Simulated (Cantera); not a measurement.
Cantera run:

```python
import numpy as np
import cantera as ct

gas_names = """
    CL CLO CL2 O O2 O3 Si SiCL SiCL2 SiCL3 SiCL4 SiO SiO2 Si2 Si3
""".split()
cond_names = """
    Si(cr) Si(L) SiO2(Lqz) SiO2(hqz) SiO2(L)
""".split()


# ... load() reads the species with a 1 bar reference pressure and builds the phases ...
atoms = {
    'SiCl4': {'Si': 1, 'CL': 4},
    'O2': {'O': 2},
}
top_T = {}  # K; cautious upper limits of use, not melting points


# ... equilibrate(T, P, feed) seeds the gas with the atoms and calls Mixture.equilibrate('TP', solver="vcs", rtol=1e-11, max_steps=5000) ...
results = []
feed = {'SiCl4': 1, 'O2': 1.7}  # mol
P = 90  # Pa
for T in [1098, 1173, 1248, 1323, 1398, 1473, 1548]:
    mix = equilibrate(T, P, feed)
    results.append((T, P, feed, dict(zip(mix.species_names, mix.species_moles))))
    x = sorted(zip(gas.X, gas.species_names), reverse=True)
    print(f"T = {T:g} K  P = {P:g} Pa  gas = {mix.phase_moles(0):.4g} mol")
    print("   x: " + "  ".join(f"{s} {v:.3e}" for v, s in x if v > 0.001))
    print("   condensed (mol): " + ("  ".join(f"{mix.phase(i).name} {mix.phase_moles(i):.4g}"
          for i in range(1, mix.n_phases) if mix.phase_moles(i) > 1e-12) or "none"))
```

It prints:

```
T = 1098 K  P = 90 Pa  gas = 2.757 mol
   x: CL2 7.047e-01  O2 2.539e-01  CL 4.136e-02
   condensed (mol): SiO2(hqz) 1
T = 1173 K  P = 90 Pa  gas = 2.836 mol
   x: CL2 6.574e-01  O2 2.468e-01  CL 9.574e-02
   condensed (mol): SiO2(hqz) 1
T = 1248 K  P = 90 Pa  gas = 2.989 mol
   x: CL2 5.726e-01  O2 2.342e-01  CL 1.931e-01
   condensed (mol): SiO2(hqz) 1
T = 1323 K  P = 90 Pa  gas = 3.249 mol
   x: CL2 4.465e-01  CL 3.380e-01  O2 2.154e-01
   condensed (mol): SiO2(hqz) 1
T = 1398 K  P = 90 Pa  gas = 3.622 mol
   x: CL 5.090e-01  CL2 2.976e-01  O2 1.932e-01
   condensed (mol): SiO2(hqz) 1
T = 1473 K  P = 90 Pa  gas = 4.03 mol
   x: CL 6.599e-01  O2 1.736e-01  CL2 1.663e-01
   condensed (mol): SiO2(hqz) 1
T = 1548 K  P = 90 Pa  gas = 4.348 mol
   x: CL 7.579e-01  O2 1.608e-01  CL2 8.095e-02
   condensed (mol): SiO2(hqz) 1
```

Method: chemical equilibrium by Gibbs-energy minimisation in Cantera with the NASA 1993 tables (ideal gas, pure condensed phases). The tables hold silica as quartz up to 1696 K and as liquid above; real silica turns to tridymite and cristobalite and melts near 1996 K.
